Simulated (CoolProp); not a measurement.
A single-stage vapour-compression cycle with fluoroethane (R161): evaporating at 196.15 K (dew point), condensing at 234.15 K (bubble point), superheat 5 K, subcooling 8 K, compressor efficiency 0.75, no pressure losses. Each further row changes one setting.

Computed with CoolProp (reference Helmholtz-energy equation of state, Wu 2012).

```tsv
case	cooling COP	pressure ratio	discharge temperature (K)	refrigerating effect (kJ/kg)	volumetric capacity (kJ/m³)
as stated	3.42	8.79	310.1	412	128
evaporating temperature 201.15 K	4.14	6.25	298.4	416	178
condensing temperature 229.15 K	4.01	6.93	297.7	421	131
subcooling 13 K	3.50	8.79	310.1	421	131
superheat 15 K	3.35	8.79	321.9	422	125
compressor efficiency 0.65	2.97	8.79	324.2	412	128
```
